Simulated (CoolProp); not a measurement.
Tetrahydrofuran along the isotherm 242.95 °C: density (kg/m³) from the reference equation and from simpler models built on Tc = 267.0 °C, pc = 5.304 MPa, ω = 0.234; each cubic takes its own stable root.

Values from CoolProp's reference Helmholtz-energy equation of state, Fiedler 2023.

```csv
p (MPa),phase,reference,van der Waals,Redlich-Kwong,Peng-Robinson
4.82,liquid,560.6,343.5,446.0,520.8
9.64,liquid,___,411.9,525.5,598.5
14.5,liquid,634.8,441.5,566.8,641.5
19.3,liquid,654.2,461.1,___,671.9
24.1,liquid,___,476.0,___,695.8
28.9,liquid,683.1,488.0,636.8,715.5
33.8,liquid,___,498.3,652.9,732.7
38.6,liquid,705.1,506.9,666.7,747.3
43.4,liquid,714.4,514.5,678.8,760.2
48.2,liquid,722.9,521.2,689.8,771.8
53,liquid,730.7,527.2,699.6,782.3
```

**Question.** Complete the blanks.

**Answer.** 
- 9.64, reference: 607.8
- 19.3, Redlich-Kwong: 595.6
- 24.1, reference: 669.9
- 24.1, Redlich-Kwong: 618.2
- 33.8, reference: 694.9
